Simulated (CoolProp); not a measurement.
Vapour-liquid equilibrium of octamethyltrisiloxane (MDM) (1) + octamethylcyclotetrasiloxane (D4) (2) at 187.55 °C; x and y are mole fractions of (1).

Values from CoolProp's multi-fluid Helmholtz-energy mixture model, Thol 2017 and Thol 2015; pair parameters Bell 2016.

```csv
x,bubble pressure (bar),y at the bubble point,dew pressure at overall composition x (bar),liquid density (mol/L)
0.05,1.408,0.082,1.387,2.530
0.125,1.485,0.192,1.437,2.539
0.2,1.559,0.291,1.490,2.549
0.275,1.631,0.380,1.547,2.559
0.35,1.702,0.463,1.606,2.569
0.425,1.772,0.540,1.669,2.579
0.5,1.843,0.612,1.735,2.589
0.575,1.913,0.680,1.806,2.599
0.65,1.984,0.744,1.881,2.609
0.725,2.056,0.805,1.963,2.620
0.8,2.129,0.862,2.050,2.630
0.875,2.203,0.917,2.146,2.640
0.95,2.279,0.968,2.252,2.649
```

No azeotrope shows between x = 0.05 and 0.95.

Pair parameters are fitted to limited data, so mixtures are less certain than the pure fluids.
